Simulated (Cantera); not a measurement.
A diamond (100) surface in a fixed gas of H2 with x(CH4) = 0.0099, x(H) = 0.042, x(CH3) = 1e-05, 54.8 Torr; coverages are run to steady state.

Detailed kinetics in Cantera: the Harris–Goodwin 1993 mechanism for the reconstructed diamond (100) surface.

One state of this run: growth (µm/h) = 0.389; θ c6HH = 0.596; θ c6H* = 0.0190; θ c6*H = 0.375; θ c6** = 0.00992; θ c6HM = 0.000130. θ: site fractions in the mechanism's names (c6HH fully hydrogenated, c6H* and c6*H radical sites, c6** diradical, c6HM methylated).

### Question
Which value of T (K) does it belong to?
A) 950
B) 1400
C) 1000
D) 1250

### Answer
C, 1000
